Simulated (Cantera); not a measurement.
Thermodynamics of silicon epitaxy and polysilicon growth, feed SiHCl3 + N2

A closed system holds: 1 mol SiHCl3, 17 mol N2, held at 520 Pa.

Cantera equilibrium calculation (NASA polynomials, part measured and part estimated; ideal gas, pure solids and liquids). Candidate condensed phases: NH4Cl, Si, Si3N4; 28 gas species. N2 is the only nitrogen source here; it is nearly inert below about 1500 K, so the nitride shown seldom forms there in practice. The tables' values for SiCl3 are old estimates; treat these amounts as uncertain. Equilibrium is a limit: real reactors are often held back by kinetics, nucleation or transport.

From 1223 K to 1448 K the condensed part is Si3N4(s). The main Si-bearing gas is SiCl4 at 1223 K and SiCl2 at 1448 K. The share of Si in condensed phases is highest at 1223 K (45.6 %) and lowest at 1448 K (8.0 %).

```csv
T (K),log p N2,log p HCl,log p SiCl2,log p SiCl4,log p SiCl3,log p H2,n Si3N4(s)
1223,-2.32,-3.59,-5.18,-3.86,-4.97,-4.88,0.152
1248,-2.32,-3.59,-4.95,-3.88,-4.84,-4.89,0.148
1273,-2.32,-3.59,-4.73,-3.90,-4.73,-4.89,0.143
1298,-2.32,-3.59,-4.53,-3.94,-4.62,-4.89,0.135
1323,-2.32,-3.59,-4.34,-3.98,-4.53,-4.88,0.124
1348,-2.32,-3.59,-4.17,-4.05,-4.46,-4.86,0.109
1373,-2.33,-3.60,-4.02,-4.15,-4.42,-4.84,0.0905
1398,-2.33,-3.61,-3.90,-4.27,-4.40,-4.80,0.0695
1423,-2.33,-3.62,-3.79,-4.42,-4.41,-4.75,0.0476
1448,-2.33,-3.63,-3.71,-4.61,-4.45,-4.69,0.0266
```
log p: log10 of the partial pressure in bar; n: condensed amount in mol.
